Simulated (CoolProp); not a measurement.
A single-stage vapour-compression cycle with CH2F2 (R32): evaporating at 216.15 K (dew point), condensing at 258.15 K (bubble point), superheat 2 K, subcooling 2 K, compressor efficiency 0.65, no pressure losses. Each further row changes one setting.

Model: reference Helmholtz-energy equation of state, Tillner-Roth 1997, in CoolProp.

```csv
case,cooling COP,pressure ratio,discharge temperature (K),refrigerating effect (kJ/kg),volumetric capacity (kJ/m³)
as stated,2.78,6.38,362.1,324,737
evaporating temperature 221.15 K,3.31,4.90,346.3,327,951
condensing temperature 253.15 K,3.23,5.30,346.7,333,756
subcooling 7 K,2.85,6.38,362.1,333,756
superheat 12 K,2.72,6.38,376.5,333,718
compressor efficiency 0.55,2.35,6.38,383.7,324,737
```
